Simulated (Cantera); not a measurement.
# Pyrogenic steam for wet oxidation

An isothermal, constant-pressure homogeneous reactor starts with H2 : O2 : N2 = 1.6 : 1 : 0.56 (molar parts), equivalence ratio 0.80, at 1175 K and 0.320 bar.

Model: GRI-Mech 3.0 (53 species, 325 reactions), integrated in Cantera. The temperature is held fixed by assumption; the heat of reaction is taken as removed at once.

```json
[
 {"t (s)": "2.00e-5", "x H2": "0.506", "x O2": "0.316", "x H2O": "7.46e-7", "x O": "9.69e-8", "x NO": "<1e-12", "x H": "6.46e-7", "x H2O2": "4.82e-10"},
 {"t (s)": "7.96e-5", "x H2": "0.257", "x O2": "0.212", "x H2O": "0.199", "x O": "0.0184", "x NO": "2.27e-7", "x H": "0.121", "x H2O2": "6.31e-6"},
 {"t (s)": "0.000317", "x H2": "0.00625", "x O2": "0.0870", "x H2O": "0.667", "x O": "0.000603", "x NO": "2.94e-6", "x H": "0.000866", "x H2O2": "1.18e-5"},
 {"t (s)": "0.00126", "x H2": "0.000601", "x O2": "0.0849", "x H2O": "0.677", "x O": "2.96e-5", "x NO": "2.89e-6", "x H": "1.44e-5", "x H2O2": "2.50e-6"},
 {"t (s)": "0.00502", "x H2": "4.31e-5", "x O2": "0.0847", "x H2O": "0.678", "x O": "2.57e-6", "x NO": "2.84e-6", "x H": "3.78e-7", "x H2O2": "4.38e-7"},
 {"t (s)": "0.0200", "x H2": "1.82e-6", "x O2": "0.0847", "x H2O": "0.678", "x O": "3.84e-7", "x NO": "2.89e-6", "x H": "1.06e-8", "x H2O2": "8.93e-8"},
 {"t (s)": "0.0796", "x H2": "2.36e-7", "x O2": "0.0847", "x H2O": "0.678", "x O": "8.15e-8", "x NO": "2.94e-6", "x H": "8.64e-10", "x H2O2": "2.10e-8"},
 {"t (s)": "0.317", "x H2": "6.07e-8", "x O2": "0.0847", "x H2O": "0.678", "x O": "2.09e-8", "x NO": "2.95e-6", "x H": "1.21e-10", "x H2O2": "5.65e-9"},
 {"t (s)": "1.26", "x H2": "3.23e-8", "x O2": "0.0847", "x H2O": "0.678", "x O": "8.45e-9", "x NO": "2.94e-6", "x H": "4.22e-11", "x H2O2": "2.37e-9"},
 {"t (s)": "5.02", "x H2": "3.10e-8", "x O2": "0.0847", "x H2O": "0.678", "x O": "7.57e-9", "x NO": "2.94e-6", "x H": "3.84e-11", "x H2O2": "2.13e-9"},
 {"t (s)": "20.0", "x H2": "3.10e-8", "x O2": "0.0847", "x H2O": "0.678", "x O": "7.56e-9", "x NO": "2.94e-6", "x H": "3.84e-11", "x H2O2": "2.13e-9"}
]
```
x: mole fraction; the columns are a selection and need not sum to one.

Equilibrium at this temperature and pressure: H2 3.10e-8, O2 0.0847, H2O 0.678, O 7.56e-9, NO 5.64e-5, H 3.84e-11, H2O2 2.13e-9 (gas phase only).
